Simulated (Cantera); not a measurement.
A Cantera script and what it prints.

```python
import numpy as np
import cantera as ct

gas_names = [...]  # 113 gases of nasa_gas.yaml made of C, H, O, Ti
cond_names = """
    C(gr) C6H6(L) C7H8(L) C8H18(L),n-octa H2O(s) H2O(L) Ti(a) Ti(b) Ti(L) TiC(s) TiC(L) TiO(a) TiO(b)
    TiO(L) TiO2(ru) TiO2(L) Ti2O3(a) Ti2O3(b) Ti2O3(L) Ti3O5(a) Ti3O5(b) Ti3O5(L) Ti4O7(s) Ti4O7(L)
""".split()


# ... load() reads the species with a 1 bar reference pressure and builds the phases ...
atoms = {
    'TiO2': {'Ti': 1, 'O': 2},
    'CH4': {'C': 1, 'H': 4},
    'CO': {'C': 1, 'O': 1},
}
top_T = {'C(gr)': 4500}  # K; cautious upper limits of use, not melting points


# ... equilibrate(T, P, feed) seeds the gas with the atoms and calls Mixture.equilibrate('TP', solver="vcs", rtol=1e-11, max_steps=5000) ...
results = []
feed = {'TiO2': 1, 'CH4': 2.8, 'CO': 0.88}  # mol
T = 2600  # K
P = 210000  # Pa
mix = equilibrate(T, P, feed)
results.append((T, P, feed, dict(zip(mix.species_names, mix.species_moles))))
x = sorted(zip(gas.X, gas.species_names), reverse=True)
print(f"T = {T:g} K  P = {P:g} Pa  gas = {mix.phase_moles(0):.4g} mol")
print("   x: " + "  ".join(f"{s} {v:.3e}" for v, s in x if v > 0.001))
print("   condensed (mol): " + ("  ".join(f"{mix.phase(i).name} {mix.phase_moles(i):.4g}"
      for i in range(1, mix.n_phases) if mix.phase_moles(i) > 1e-12) or "none"))
```

Output:

```
T = 2600 K  P = 210000 Pa  gas = 8.473 mol
   x: H2 6.498e-01  CO 3.279e-01  H 2.135e-02
   condensed (mol): TiC(s) 0.9014  TiO(L) 0.09436
```

These are equilibrium values from Cantera (NASA tables, ideal gas, pure condensed phases), not measurements of a reactor. Mutual solubility and eutectic melting of coexisting phases are not modelled. TiC, TiO: taken at fixed stoichiometry. Condensed phases not in the tables: solid solutions among these carbides, nitrides and lower oxides.
